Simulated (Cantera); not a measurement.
Input (Python, Cantera) and output of one run.

```python
import numpy as np
import cantera as ct

gas_names = """
    C CN CO CO2 C2 CCN CNC C2N2 C2O C3 C3O2 C4 C4N2 C5 N NCO NO NO2 NO3 N2 N2O O O2 O3 Si SiC SiC2 SiN
    SiO SiO2 Si2 Si2C Si2N Si3
""".split()
cond_names = """
    C(gr) Si(cr) Si(L) SiC(b) SiO2(Lqz) SiO2(hqz) SiO2(L) Si2N2O(s) Si3N4(a)
""".split()


# ... load() reads the species with a 1 bar reference pressure and builds the phases ...
atoms = {
    'SiC': {'Si': 1, 'C': 1},
    'O2': {'O': 2},
    'N2': {'N': 2},
}
top_T = {'C(gr)': 4500, 'SiC(b)': 3050, 'Si2N2O(s)': 2100, 'Si3N4(a)': 2400}  # K; cautious upper limits of use, not melting points


# ... equilibrate(T, P, feed) seeds the gas with the atoms and calls Mixture.equilibrate('TP', solver="vcs", rtol=1e-11, max_steps=5000) ...
results = []
feed = {'SiC': 1, 'O2': 0.65, 'N2': 300}  # mol
T = 1375  # K
for P in [0.1, 0.6, 3.6, 22, 130, 770, 4600, 28000, 170000, 1000000]:
    mix = equilibrate(T, P, feed)
    results.append((T, P, feed, dict(zip(mix.species_names, mix.species_moles))))

top = {s: max(r[3][s] / sum(r[3][g] for g in gas_names) for r in results) for s in gas_names}
cols = sorted((s for s in top if top[s] > 1e-05), key=lambda s: -top[s])[:8]
seen = [c for c in cond_names if any(r[3].get(c, 0) > 1e-12 for r in results)]
print("log10 of partial pressures in bar; condensed amounts in mol")
print(f"{'P/Pa':>10s}" + "".join(f"{s[:9]:>10s}" for s in cols + seen))
for T, P, feed, n in results:
    ng = sum(n[g] for g in gas_names)
    print(f"{P:10.4g}" + "".join(f"{np.log10(max(n[s] / ng * P / 1e5, 1e-99)):10.3f}" for s in cols)
          + "".join(f"{n.get(c, 0):10.4g}" for c in seen))
```

It prints:

```
log10 of partial pressures in bar; condensed amounts in mol
      P/Pa        N2        CO       SiO        Si     C(gr)    SiC(b) Si2N2O(s)
       0.1    -6.002    -8.661    -8.671   -10.283         0    0.3421         0
       0.6    -5.224    -7.887    -7.889   -10.278         0    0.3487         0
       3.6    -4.445    -7.036    -7.453   -10.486         0    0.2314     0.237
        22    -3.659    -6.202    -7.699   -11.026         0    0.1424    0.4151
       130    -2.887    -5.426    -7.955   -11.542         0    0.1342    0.4316
       770    -2.115    -4.688    -8.079   -12.190    0.2002         0    0.4998
      4600    -1.338    -3.912    -8.079   -12.966       0.2         0       0.5
   2.8e+04    -0.554    -3.127    -8.079   -13.751       0.2         0       0.5
   1.7e+05     0.229    -2.344    -8.079   -14.534       0.2         0       0.5
     1e+06     0.999    -1.575    -8.079   -15.304       0.2         0       0.5
```

Cantera equilibrium calculation (NASA polynomials, part measured and part estimated; ideal gas, pure solids and liquids). N2 is the only nitrogen source here; it is nearly inert below about 1500 K, so the nitride shown seldom forms there in practice. Mutual solubility and eutectic melting of coexisting phases are not modelled.
